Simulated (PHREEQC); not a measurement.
Solution (50 °C): 0.004 mol H2SeO4, 0.00033 mol NH3, 0.0021 mol FeCl3 and 0.00044 mol NaHCO3 per kg of water. Closed to the air; pH follows from the charge balance.

Computed with PHREEQC (ion-association model, wateq4f.dat).

This is a speciation only: nothing precipitates in the calculation.

Task: What pH, ionic strength does the model give?

Result: pH 2.17; ionic strength 0.0193 mol/kgw.

Task: In which forms is Cl present?

Result: Cl- 98 %, FeCl+2 1.8 % of the Cl.

The solution is supersaturated, for example in Hematite (slow to form), Goethite (slow to form), so a real one may precipitate; this is no full list. Complexes and solids missing from the database can't appear. Constants without temperature data keep their 25 °C values here.
